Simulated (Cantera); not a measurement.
Charge: 1 mol SiC, 0.16 mol H2O, 2.2 mol H2, held at 1023 K and 0.133 bar.

Method: chemical equilibrium by Gibbs-energy minimisation in Cantera with the NASA 1993 tables (ideal gas, pure condensed phases). Candidate condensed phases: C, C6H6, C7H8, C8H18, H2O, Si, SiC, SiO2; 123 gas species. Mutual solubility and eutectic melting of coexisting phases are not modelled. Equilibrium is a limit: real reactors are often held back by kinetics, nucleation or transport.

Base state: H2 0.990, CH4 0.00981 (mole fractions); condensed: C(graphite) + SiC(s) + SiO2(β-quartz).

Q: What changes in the equilibrium state with this change: H2O from 0.16 to 0.0095 mol?

A: 
```csv
species,before,after
H2,0.990,0.998
CH4,0.00981,0.00215
"C(graphite), mol",0.0571,0
"SiC(s), mol",0.920,0.995
"SiO2(β-quartz), mol",0.0800,0.00475
```
